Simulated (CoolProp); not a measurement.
Vapour-liquid equilibrium of sulfur dioxide (1) + toluene (2) at 0.19 MPa; x and y are mole fractions of (1).

Computed with CoolProp (multi-fluid Helmholtz-energy mixture model, Gao 2016 and Lemmon 2006; pair parameters Bell 2016).

**Question.** Give the bubble temperature and the first vapour's composition at x = 0.05, 0.2, 0.35. Is there an azeotrope?

**Answer.** x = 0.05: 379.9 K, y = 0.531; x = 0.2: 331.6 K, y = 0.923; x = 0.35: 309.3 K, y = 0.977. No azeotrope shows between x = 0.05 and 0.95.

The pair parameters rest on a limited set of measurements; away from them the model extrapolates. The gap from Raoult's law changes sign with composition, which may be real or a fault of the pair parameters; it wasn't checked against measurements.
